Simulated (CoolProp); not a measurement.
Vapour-liquid equilibrium of CH2F2 (R32) (1) + R1234ze(E) (2) at 279.8 K; x and y are mole fractions of (1).

Computed with CoolProp (multi-fluid Helmholtz-energy mixture model, Tillner-Roth 1997 and Thol 2016; pair parameters Bell 2023).

```
x     bubble pressure (bar)  y at the bubble point  dew pressure at overall composition x (bar)  liquid density (mol/L)
----  ---------------------  ---------------------  -------------------------------------------  ----------------------
0.05                      ?                  0.166                                        2.865                   10.95
0.2                   4.416                  0.473                                        3.279                   11.77
0.35                      ?                  0.643                                        3.824                   12.72
0.5                   6.619                  0.754                                            ?                   13.85
0.65                  7.618                      ?                                        5.622                       ?
0.8                   8.613                  0.911                                        7.137                       ?
0.95                  9.650                  0.979                                            ?                   19.01
```

Q: Complete the blanks.

A: 
- 0.05, bubble pressure (bar): 3.174
- 0.35, bubble pressure (bar): 5.565
- 0.5, dew pressure at overall composition x (bar): 4.568
- 0.65, y at the bubble point: 0.839
- 0.65, liquid density (mol/L): 15.22
- 0.8, liquid density (mol/L): 16.90
- 0.95, dew pressure at overall composition x (bar): 9.195

No azeotrope shows between x = 0.05 and 0.95.

Pair parameters are fitted to limited data, so mixtures are less certain than the pure fluids.
